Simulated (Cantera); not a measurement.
What does this Cantera script print?

```python
import numpy as np
import cantera as ct

gas = ct.Solution("gri30.yaml")
gas.TPX = 1225, 101325, {'N2O': 1, 'H2O': 0.039}
reactor = ct.IdealGasConstPressureReactor(gas, energy="off", clone=False)
net = ct.ReactorNet([reactor])
net.rtol, net.atol = 1e-08, 1e-18
show = ['N2O', 'H2O', 'NO', 'H', 'N2', 'NO2']
times = np.geomspace(2e-06, 100, 14)

steps = ct.SolutionArray(gas, extra=["t"])
rows = []
print(f"{'t/s':>10s}{'T/K':>9s}{'P/Pa':>11s}" + "".join(f"{s:>11s}" for s in show))
for t in times:
    while net.time < t:
        t_next = net.step()
        steps.append(gas.state, t=t_next)
    rows.append([np.interp(t, steps.t, y) for y in (steps.T, steps.P, *steps(*show).X.T)])
    print(f"{t:10.3e}{rows[-1][0]:9.1f}{rows[-1][1]:11.4g}" + "".join(f"{x:11.3e}" for x in rows[-1][2:]))
rate = np.gradient(steps.T, steps.t)
print("integrator steps:", len(steps.t))
if steps.T.max() > steps.T[0] + 200:
    print(f"time of steepest temperature rise: {steps.t[rate.argmax()]:.4e} s")
gas.TPX = 1225, 101325, {'N2O': 1, 'H2O': 0.039}
gas.equilibrate("TP")
print(f"equilibrium (TP): T = {gas.T:.1f} K  " + "  ".join(f"{s} {gas[s].X[0]:.3e}" for s in show))
```

Result:

```
       t/s      T/K       P/Pa        N2O        H2O         NO          H         N2        NO2
 2.000e-06   1225.0  1.013e+05  9.625e-01  3.754e-02  3.872e-08  4.253e-13  1.209e-06  1.009e-14
 7.821e-06   1225.0  1.013e+05  9.625e-01  3.754e-02  4.340e-07  1.990e-11  5.812e-06  1.286e-12
 3.058e-05   1225.0  1.013e+05  9.624e-01  3.753e-02  2.958e-06  1.995e-10  2.761e-05  8.114e-11
 1.196e-04   1225.0  1.013e+05  9.623e-01  3.753e-02  1.337e-05  8.672e-10  1.156e-04  8.939e-09
 4.677e-04   1225.0  1.013e+05  9.617e-01  3.752e-02  5.290e-05  2.464e-09  4.652e-04  1.069e-06
 1.829e-03   1225.0  1.013e+05  9.596e-01  3.749e-02  1.882e-04  3.314e-09  1.851e-03  2.346e-05
 7.152e-03   1225.0  1.013e+05  9.512e-01  3.738e-02  6.628e-04  3.454e-09  7.268e-03  1.522e-04
 2.797e-02   1225.0  1.013e+05  9.195e-01  3.699e-02  2.534e-03  3.102e-09  2.763e-02  4.542e-04
 1.094e-01   1225.0  1.013e+05  8.107e-01  3.561e-02  9.328e-03  2.817e-09  9.768e-02  7.045e-04
 4.276e-01   1225.0  1.013e+05  5.270e-01  3.202e-02  2.617e-02  2.310e-09  2.807e-01  7.826e-04
 1.672e+00   1225.0  1.013e+05  1.543e-01  2.730e-02  4.357e-02  1.024e-09  5.237e-01  7.130e-04
 6.539e+00   1225.0  1.013e+05  6.932e-03  2.544e-02  4.556e-02  4.304e-11  6.222e-01  6.661e-04
 2.557e+01   1225.0  1.013e+05  7.213e-07  2.535e-02  4.527e-02  9.742e-12  6.270e-01  8.175e-04
 1.000e+02   1225.0  1.013e+05  4.765e-07  2.535e-02  4.523e-02  9.741e-12  6.270e-01  8.169e-04
integrator steps: 1794
equilibrium (TP): T = 1225.0 K  N2O 1.688e-08  H2O 2.534e-02  NO 2.677e-04  H 9.558e-12  N2 6.496e-01  NO2 5.017e-06
```

Cantera simulation using GRI-Mech 3.0 (53 species, 325 reactions); the numbers are that mechanism's predictions, not measurements. GRI-Mech 3.0 was tuned for natural gas; its chemistry of N2O as a main component is partial and can be far from experiment. The mechanism lacks the step 2 NO + O2 → 2 NO2, which can matter for NO2 below about 1400 K. The temperature is held fixed by assumption; the heat of reaction is taken as removed at once.
